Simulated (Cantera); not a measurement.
Feed: 1 mol SiCl4, 0.67 mol HCl, 0.72 mol H2, at 923 K and 14.0 bar.

These are equilibrium values from Cantera (NASA tables, ideal gas, pure condensed phases), not measurements of a reactor. Candidate condensed phases: Si; 19 gas species. Equilibrium is a limit: real reactors are often held back by kinetics, nucleation or transport.

Base state: SiCl4 0.417, H2 0.300, HCl 0.282, SiHCl3 0.00158 (mole fractions); condensed: gas only.

**Question.** What changes in the equilibrium state with this change: temperature from 923 K to 1423 K?

**Answer.** 
```
species   before     after
-------  -------  --------
SiCl4      0.417     0.380
HCl        0.282     0.316
H2         0.300     0.268
SiHCl3   0.00158    0.0250
SiCl2    2.03e-9   0.00104
SiCl3    4.58e-6   0.00998
SiH2Cl2  5.86e-7  0.000250
```
The tables' values for SiCl3 are old estimates; treat these amounts as uncertain.
